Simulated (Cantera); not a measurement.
**Dilute partial oxidation**

A perfectly stirred reactor is fed with CH₂O : O₂ : N₂ = 0.0086 : 0.014 : 1 (molar parts), equivalence ratio 0.61, at 0.820 bar; it is held at 1250 K, and followed from long to short residence time.

Computed with Cantera and GRI-Mech 3.0 (53 species, 325 reactions).

| τ (s) | x CH₂O | x O₂ | x H | x O | x H₂O | x CO | x CH₂ |
|---|---|---|---|---|---|---|---|
| 12 | 3.13e-7 | 0.00529 | 3.81e-7 | 2.49e-6 | 0.00840 | 2.56e-5 | <1e-12 |
| 2.9 | 7.63e-7 | 0.00531 | 1.51e-6 | 6.39e-6 | 0.00839 | 6.67e-5 | <1e-12 |
| 0.71 | 1.73e-6 | 0.00536 | 5.87e-6 | 1.61e-5 | 0.00837 | 0.000169 | <1e-12 |
| 0.17 | 3.68e-6 | 0.00549 | 2.22e-5 | 3.98e-5 | 0.00832 | 0.000422 | <1e-12 |
| 0.043 | 7.21e-6 | 0.00578 | 7.23e-5 | 8.83e-5 | 0.00820 | 0.000976 | 4.21e-12 |
| 0.011 | 1.47e-5 | 0.00640 | 0.000188 | 0.000168 | 0.00797 | 0.00211 | 3.32e-11 |
| 0.0026 | 4.18e-5 | 0.00766 | 0.000324 | 0.000223 | 0.00748 | 0.00423 | 1.71e-10 |
x: mole fraction; the columns are a selection and need not sum to one.
